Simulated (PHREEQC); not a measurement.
Consider water at 20 °C with 150 mmol/kgw ZnSO4 and 180 mmol/kgw H2SO4. It is in equilibrium with CO2 at log p = -3.4 (atm). Otherwise closed; pH follows from the charge balance.

The numbers come from PHREEQC with the ion-association model, wateq4f.dat.

**Question.** The ionic strength comes out as 0.492 mol/kgw. What activity coefficients do H+, SO4-2, HSO4-, Zn(SO4)2-2, Zn+2 get?

**Answer.** H+ 0.77, SO4-2 0.21, HSO4- 0.67, Zn(SO4)2-2 0.29, Zn+2 0.25.

This is a speciation only: nothing precipitates in the calculation.
